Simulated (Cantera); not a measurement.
Charge: 1 mol SiC, 0.011 mol O₂, 57 mol H₂, 0.047 mol N₂O, held at 1698 K and 0.440 Pa.

Equilibrium computed with Cantera from the NASA thermochemical tables; the gas is ideal and each condensed phase is pure. Candidate condensed phases: C, C₆H₆, C₇H₈, C₈H₁₈, H₂O, Si, SiC, SiO₂, Si₂N₂O, Si₃N₄; 151 gas species. Equilibrium is a limit: real reactors are often held back by kinetics, nucleation or transport.

Base state: H₂ 0.929, H 0.0665, Si 0.00219, CO 0.00116, N₂ 0.000745, HCN 9.53e-5, C₂H₂ (acetylene) 6.70e-5, SiC₂ 1.70e-5 (mole fractions); condensed: C(graphite) + SiC(s).

Question: What changes in the equilibrium state with this change: SiC replaced by Si₃N₄?

Answer: 
| species | before | after |
|---|---|---|
| H₂ | 0.929 | 0.857 |
| H | 0.0665 | 0.0638 |
| Si | 0.00219 | 0.0454 |
| N₂ | 0.000745 | 0.0319 |
| CO | 0.00116 | 0 |
| HCN | 9.53e-5 | 0 |
| C₂H₂ (acetylene) | 6.70e-5 | 0 |
| C(graphite), mol | 0.0478 | 0 |
| SiC(s), mol | 0.867 | 0 |
The tables' values for SiN are old estimates; treat these amounts as uncertain.
